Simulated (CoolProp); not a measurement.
Saturation properties of dodecamethylcyclohexasiloxane (D6) (Tc = 645.8 K, pc = 0.9614 MPa, ω = 0.736).

Values from CoolProp's reference Helmholtz-energy equation of state, Colonna 2008. It is a short technical equation, of lower accuracy than the large ones.

```tsv
T (K)	p (MPa)	liquid density (kg/m³)	vapour density (kg/m³)	enthalpy of vaporisation (kJ/kg)	liquid cp (kJ/(kg K))	surface tension (mN/m)
416.1	0.004966	835.9	?	126.4	1.809	9.83
439.8	0.01183	?	1.465	120.4	1.859	8.26
463.5	?	778.5	2.989	114.3	1.909	?
487.2	0.04827	747.9	5.604	108.0	1.959	5.44
510.8	0.08589	715.5	9.831	101.3	2.011	?
534.5	0.1439	680.2	16.50	93.82	2.067	3.10
558.2	0.2291	640.7	26.87	85.34	?	2.11
581.9	0.3504	594.9	43.23	75.19	2.213	1.28
605.6	0.5190	538.4	70.39	62.19	2.340	?
```

Question: Some entries are withheld; supply them.

Answer: 
- 416.1, vapour density (kg/m³): 0.6443
- 439.8, liquid density (kg/m³): 807.7
- 463.5, p (MPa): 0.02506
- 463.5, surface tension (mN/m): 6.80
- 510.8, surface tension (mN/m): 4.21
- 558.2, liquid cp (kJ/(kg K)): 2.131
- 605.6, surface tension (mN/m): 0.610

It boils at 518.1 K under 1 atm.

Surface tension comes from a separate correlation (Mulero 2014).
